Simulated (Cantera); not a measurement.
## Moist CO burnout

A perfectly stirred reactor is fed with CO : O2 : H2O : N2 : CH4 = 0.0068 : 0.036 : 0.055 : 1 : 0.005 (molar parts), equivalence ratio 0.37, at 500000 Pa; it is held at 1000 K, and followed from long to short residence time.

Detailed kinetics in Cantera: GRI-Mech 3.0 (53 species, 325 reactions).

```json
[
 {"τ (s)": "27", "x CO": "0.000855", "x O2": "0.0212", "x H2O": "0.0589", "x H2": "5.59e-6", "x CO2": "0.00977"},
 {"τ (s)": "5.8", "x CO": "0.00193", "x O2": "0.0220", "x H2O": "0.0586", "x H2": "1.77e-5", "x CO2": "0.00855"},
 {"τ (s)": "1.2", "x CO": "0.00391", "x O2": "0.0237", "x H2O": "0.0577", "x H2": "5.85e-5", "x CO2": "0.00618"},
 {"τ (s)": "0.27", "x CO": "0.00604", "x O2": "0.0265", "x H2O": "0.0559", "x H2": "0.000148", "x CO2": "0.00314"},
 {"τ (s)": "0.058", "x CO": "0.00663", "x O2": "0.0303", "x H2O": "0.0524", "x H2": "0.000166", "x CO2": "0.000772"},
 {"τ (s)": "0.013", "x CO": "0.00617", "x O2": "0.0326", "x H2O": "0.0499", "x H2": "6.58e-9", "x CO2": "1.66e-7"},
 {"τ (s)": "0.0027", "x CO": "0.00617", "x O2": "0.0326", "x H2O": "0.0499", "x H2": "2.39e-10", "x CO2": "8.60e-9"}
]
```
x: mole fraction; the columns are a selection and need not sum to one.
